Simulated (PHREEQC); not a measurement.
1 kg of water holding 0.3 mol MgCl2, 0.046 mol SrCl2, 0.0038 mol NaCl, 0.0065 mol CaCl2 and 0.46 mol KCl is evaporated at 20 °C; the solids stay in contact with the brine. CO2 from the air is kept out. Solids allowed: Bischofite, Brucite, Carnallite, Halite, Portlandite, Sylvite, MgCl2_4H2O. Others were left out.

The series has 16 steps of water left (kg), from 1 to 0.02967.

The numbers come from PHREEQC with the Pitzer model, pitzer.dat.

Which solids form, in which order, and at which step of the series does each first stand?

Sylvite from water left = 0.1711 kg; Carnallite from water left = 0.07602 kg.
